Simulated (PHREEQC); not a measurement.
# Polishing slurry liquid (model solution)

Make-up at 25 °C: 20 mmol/kgw TMAH, 120 mmol/kgw K2SO4 and 0.0033 mmol/kgw CO2. Closed to the air; pH follows from the charge balance.

The numbers come from PHREEQC with the ion-association model, phreeqc.dat.

* **pH**: 12.12
* **ionic strength**: 0.319 mol/kgw
* **activity of water**: 0.994
* **density**: 1.015 g/cm³
* **total alkalinity**: 20.0 meq/kg

```csv
species,molality,activity,log γ
K+,0.210,0.142,-0.170
SO4-2,0.0896,0.0220,-0.611
KSO4-,0.0305,0.0219,-0.144
(CH3)4N+,0.0200,0.0137,-0.165
OH-,0.0200,0.0134,-0.175
CO3-2,3.28e-6,8.72e-7,-0.576
HCO3-,1.95e-8,1.40e-8,-0.144
```

Precipitation was switched off in this run. (CH3)4N+ isn't in the database: it is added as a free cation with an ion size of 4 Å.
